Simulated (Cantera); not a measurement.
Feed: 1 mol Si3N4, 1.1 mol H2O, 710 mol H2, held at 0.490 Pa.

Cantera equilibrium calculation (NASA polynomials, part measured and part estimated; ideal gas, pure solids and liquids). Candidate condensed phases: H2O, Si, SiO2, Si2N2O, Si3N4; 35 gas species. Mutual solubility and eutectic melting of coexisting phases are not modelled. Rates play no part.

Q: Which condensed phases are stable at each of these points (T (K)): 950, 1050, 1150, 1250, 1350, 1450, 1550, 1650, 1750?

A: 
```
T (K)              condensed phases  Si condensed (%)
-----  ----------------------------  ----------------
950            Si2N2O(s) + Si3N4(s)             100.0
1050           Si2N2O(s) + Si3N4(s)             100.0
1150   Si(s) + Si2N2O(s) + Si3N4(s)              99.9
1250              Si(s) + Si2N2O(s)              71.1
1350                          Si(s)              62.3
1450                          Si(s)              48.1
1550                       gas only               0.0
1650                       gas only               0.0
1750                       gas only               0.0
```

From 950 K to 1050 K the condensed part is Si2N2O(s) + Si3N4(s). At 1150 K the condensed part is Si(s) + Si2N2O(s) + Si3N4(s). At 1250 K the condensed part is Si(s) + Si2N2O(s). From 1350 K to 1450 K the condensed part is Si(s). From 1550 K to 1750 K nothing is condensed.
